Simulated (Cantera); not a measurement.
Feed: 1 mol SiH₂Cl₂, 3.3 mol NH₃, at 1250 °C and 75.0 Torr.

Method: chemical equilibrium by Gibbs-energy minimisation in Cantera with the NASA 1993 tables (ideal gas, pure condensed phases). Candidate condensed phases: NH₄Cl, Si, Si₃N₄; 28 gas species. The tables' values for SiCl₃ are old estimates; treat these amounts as uncertain. The numbers say what is thermodynamically allowed, not how fast it happens.

Base state: H₂ 0.633, HCl 0.225, N₂ 0.131, SiCl₂ 0.00830, SiCl₃ 0.00159, SiCl₄ 0.000915, SiHCl₃ 0.000289, H 5.83e-5 (mole fractions); condensed: Si₃N₄(s).

What changes in the equilibrium state with this change: NH₃ from 3.3 to 47 mol?


```json
[
 {"species": "H₂", "before": "0.633", "after": "0.739"},
 {"species": "N₂", "before": "0.131", "after": "0.240"},
 {"species": "HCl", "before": "0.225", "after": "0.0209"},
 {"species": "SiCl₂", "before": "0.00830", "after": "4.10e-5"},
 {"species": "SiCl₄", "before": "0.000915", "after": "3.34e-8"},
 {"species": "SiCl₃", "before": "0.00159", "after": "6.78e-7"},
 {"species": "Si₃N₄(s), mol", "before": "0.304", "after": "0.332"}
]
```
